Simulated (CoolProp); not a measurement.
Aqueous magnesium chloride as a coolant, 22 % by mass, freezing at -35.4 °C, 1 atm.

Model: Melinder's fits for secondary coolants, in CoolProp.

| T (°C) | viscosity (mPa s) | Prandtl number | conductivity (W/(m K)) | density (kg/m³) |
|---|---|---|---|---|
| -31.2 | 27.6 | 175 | 0.455 | 1211 |
| -25.3 | 21.1 | 132 | 0.464 | 1211 |
| -19.4 | 16.2 | 99.8 | 0.474 | 1210 |
| -13.4 | 12.5 | 75.6 | 0.484 | 1209 |
| -7.5 | 9.72 | 58.0 | 0.494 | 1207 |
| -1.6 | 7.65 | 45.0 | 0.504 | 1205 |
| 4.3 | 6.08 | 35.2 | 0.514 | 1202 |
| 10.3 | 4.87 | 27.8 | 0.525 | 1200 |
| 16.2 | 3.97 | 22.4 | 0.535 | 1197 |
| 22.1 | 3.29 | 18.3 | 0.545 | 1194 |
| 28.1 | 2.76 | 15.1 | 0.555 | 1191 |
| 34 | 2.36 | 12.8 | 0.565 | 1189 |
